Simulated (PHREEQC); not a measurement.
Solution (25 °C): 0.41 mol/kgw Na2SO4. Closed to the air; pH follows from the charge balance.

Equilibrium calculation in PHREEQC: Pitzer model, pitzer.dat.

```yaml
ionic_strength: 1.23 mol/kgw
activity_of_water: 0.985
density: 1.047 g/cm³
osmotic_coefficient: 0.700
```

| species | molality | activity | log γ |
|---|---|---|---|
| Na+ | 0.820 | 0.431 | -0.279 |
| SO4-2 | 0.410 | 0.0348 | -1.071 |
| OH- | 3.70e-7 | 2.13e-7 | -0.239 |
| HSO4- | 2.68e-7 | 1.55e-7 | -0.238 |
| H+ | 1.02e-7 | 4.67e-8 | -0.338 |

Precipitation was switched off in this run. Species that the database lacks are ignored.
